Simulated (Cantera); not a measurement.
Feed: 1 mol PbO, 11 mol H2, equilibrated at 1000 Pa.

Method: chemical equilibrium by Gibbs-energy minimisation in Cantera with the NASA 1993 tables (ideal gas, pure condensed phases). Candidate condensed phases: H2O, Pb, PbO, PbO2, Pb3O4; 12 gas species. Rates play no part.

Question: At 677 °C, list the 3 most abundant gas species with their mole fractions, and the condensed phases.

Answer: H2 0.909, H2O 0.0909, Pb 0.000503. Condensed: Pb(l).
